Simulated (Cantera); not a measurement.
**Equilibrium for silicon carbide growth: SiHCl₃ + CH₄ + H₂**

Charge: 1 mol SiHCl₃, 0.055 mol CH₄, a varied amount of H₂, held at 1300 K and 0.560 bar.

Method: chemical equilibrium by Gibbs-energy minimisation in Cantera with the NASA 1993 tables (ideal gas, pure condensed phases). Candidate condensed phases: C, C₆H₆, C₇H₈, C₈H₁₈, Si, SiC; 109 gas species. Mutual solubility and eutectic melting of coexisting phases are not modelled. The tables' values for SiCl₃ are old estimates; treat these amounts as uncertain. Equilibrium is a limit: real reactors are often held back by kinetics, nucleation or transport.

```
n(H₂) (mol)   x H₂    x HCl   x SiCl₄  x SiHCl₃   x SiCl₂  n Si(s)  n SiC(s)
-----------  -----  -------  --------  --------  --------  -------  --------
10           0.874   0.0645    0.0247    0.0153    0.0127    0.235    0.0549
20           0.920   0.0516   0.00918   0.00745   0.00774    0.323    0.0548
37           0.947   0.0400   0.00312   0.00337   0.00451    0.438    0.0545
70           0.967   0.0285  0.000767   0.00119   0.00224    0.586    0.0541
130          0.980   0.0186  0.000137  0.000328  0.000945    0.725    0.0533
250          0.989   0.0108   1.54e-5   6.41e-5  0.000317    0.830    0.0518
460          0.994  0.00620   1.63e-6   1.19e-5  0.000103    0.887    0.0491
870          0.997  0.00336   1.40e-7   1.89e-6   3.02e-5    0.922    0.0437
```
x: gas mole fraction; n: condensed amount in mol.

From 10 mol H₂ to 870 mol H₂ the condensed part is Si(s) + SiC(s). The main Si-bearing gas is SiCl₄ at 10 mol H₂ and SiCl₂ at 870 mol H₂. The share of Si in condensed phases is highest at 870 mol H₂ (96.6 %) and lowest at 10 mol H₂ (29.0 %).
